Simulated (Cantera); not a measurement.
A Cantera script and what it prints.

```python
import numpy as np
import cantera as ct

gas_names = [...]  # 114 gases of nasa_gas.yaml made of C, Fe, H, O
cond_names = """
    C(gr) C6H6(L) C7H8(L) C8H18(L),n-octa Fe(a) Fe(c) Fe(d) Fe(L) FeC5O5(L) FeO(s) FeO(L) Fe(OH)2(s)
    Fe(OH)3(s) Fe2O3(s) Fe3O4(s) H2O(s) H2O(L)
""".split()


# ... load() reads the species with a 1 bar reference pressure and builds the phases ...
atoms = {
    'Fe2O3': {'Fe': 2, 'O': 3},
    'CH4': {'C': 1, 'H': 4},
    'H2': {'H': 2},
}
top_T = {'C(gr)': 4500, 'Fe2O3(s)': 1830, 'Fe3O4(s)': 1870}  # K; cautious upper limits of use, not melting points


# ... equilibrate(T, P, feed) seeds the gas with the atoms and calls Mixture.equilibrate('TP', solver="vcs", rtol=1e-11, max_steps=5000) ...
results = []
feed = {'Fe2O3': 1, 'CH4': 2, 'H2': 7.1}  # mol
P = 8600  # Pa
for T in [1700, 1750, 1800, 1850, 1900, 1950, 2000, 2050]:
    mix = equilibrate(T, P, feed)
    results.append((T, P, feed, dict(zip(mix.species_names, mix.species_moles))))

top = {s: max(r[3][s] / sum(r[3][g] for g in gas_names) for r in results) for s in gas_names}
cols = sorted((s for s in top if top[s] > 0.001), key=lambda s: -top[s])[:6]
seen = [c for c in cond_names if any(r[3].get(c, 0) > 1e-12 for r in results)]
print("log10 of partial pressures in bar; condensed amounts in mol")
print(f"{'T/K':>10s}" + "".join(f"{s[:9]:>10s}" for s in cols + seen))
for T, P, feed, n in results:
    ng = sum(n[g] for g in gas_names)
    print(f"{T:10.4g}" + "".join(f"{np.log10(max(n[s] / ng * P / 1e5, 1e-99)):10.3f}" for s in cols)
          + "".join(f"{n.get(c, 0):10.4g}" for c in seen))
```

Result:

```
log10 of partial pressures in bar; condensed amounts in mol
       T/K        H2        CO       H2O        Fe         H       CO2     Fe(d)     Fe(L)
      1700    -1.176    -1.894    -2.207    -5.201    -4.420    -3.457     1.999         0
      1750    -1.177    -1.893    -2.205    -4.856    -4.222    -3.481     1.998         0
      1800    -1.177    -1.893    -2.205    -4.531    -4.035    -3.502     1.995         0
      1850    -1.178    -1.892    -2.204    -4.233    -3.857    -3.523         0     1.991
      1900    -1.178    -1.892    -2.203    -3.953    -3.690    -3.542         0     1.983
      1950    -1.179    -1.893    -2.204    -3.689    -3.530    -3.560         0     1.969
      2000    -1.181    -1.894    -2.204    -3.438    -3.379    -3.578         0     1.944
      2050    -1.183    -1.895    -2.205    -3.201    -3.236    -3.595         0     1.903
```

Equilibrium computed with Cantera from the NASA thermochemical tables; the gas is ideal and each condensed phase is pure.
